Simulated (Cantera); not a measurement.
# Si2Cl6 + HCl + H2 (silicon epitaxy and polysilicon growth)

Charge: 1 mol Si2Cl6, 0.15 mol HCl, 14 mol H2, at 81.0 mbar.

Equilibrium computed with Cantera from the NASA thermochemical tables; the gas is ideal and each condensed phase is pure. Candidate condensed phases: Si; 19 gas species. The feed counts by its element totals alone. The tables' values for SiCl3, SiCl are old estimates; treat these amounts as uncertain. Gases not in the tables: Si2H6 and higher silanes. The numbers say what is thermodynamically allowed, not how fast it happens.

```
T (K)   x H2   x HCl  x SiCl2   x SiCl4  x SiHCl3  x SiCl3  n Si(s)  n Si(l)
-----  -----  ------  -------  --------  --------  -------  -------  -------
1123   0.858  0.0474  0.00552    0.0636    0.0198  0.00532    0.501        0
1223   0.828  0.0797   0.0186    0.0470    0.0151   0.0105    0.525        0
1323   0.794   0.113   0.0436    0.0257   0.00918   0.0143    0.466        0
1423   0.768   0.134   0.0708   0.00944   0.00419   0.0130    0.357        0
1523   0.756   0.143   0.0882   0.00267   0.00159  0.00889    0.274        0
1623   0.751   0.144   0.0971  0.000735  0.000593  0.00553    0.223        0
1723   0.748   0.147   0.1000  0.000227  0.000238  0.00348        0    0.219
```
x: gas mole fraction; n: condensed amount in mol.

From 1123 K to 1623 K the condensed part is Si(s). At 1723 K the condensed part is Si(l). The main Si-bearing gas is SiCl4 at 1123 K and SiCl2 at 1723 K. The share of Si in condensed phases is highest at 1223 K (26.2 %) and lowest at 1723 K (10.9 %).
